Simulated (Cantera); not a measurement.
Source: NASA polynomial tables (part measured, part estimated), evaluated in Cantera. Values are per mole of reaction as written; species without (g) are pure solids or liquids, kept so even where they would boil at 1 bar.

B + 3 Cl(g) ⇌ BCl3(g), with ΔH° = -766.9 kJ and ΔS° = -211.3 J/K at 300 K.

Task: How far is the shortcut ΔG° ≈ ΔH°(300 K) − T·ΔS°(300 K) from the full temperature-dependent value at 1675, 1775, 1875, 1975, 2075 K?

Result: 
```csv
T (K),shortcut (kJ),full (kJ),difference (kJ),difference in log10 K
1675,-412.9,-392.3,-20.6,0.64
1775,-391.8,-368.9,-22.9,0.67
1875,-370.7,-345.4,-25.2,0.70
1975,-349.5,-321.9,-27.6,0.73
2075,-328.4,-298.3,-30.1,0.76
```
The shortcut ignores the heat-capacity change of the reaction.
